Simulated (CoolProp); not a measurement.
Computed with CoolProp (reference Helmholtz-energy equation of state, Lemmon 2006). It is a short technical equation, of lower accuracy than the large ones.

### Question
For R141b, give the phase and the cp (kJ/(kg K)), cv (kJ/(kg K)), isothermal compressibility (1/MPa), expansivity (1/kK) at 470.1 K and 0.667 MPa.

### Answer
- 470.1 K and 0.667 MPa: gas; cp 1.00, cv 0.908, isothermal compressibility 1.59, expansivity 2.58
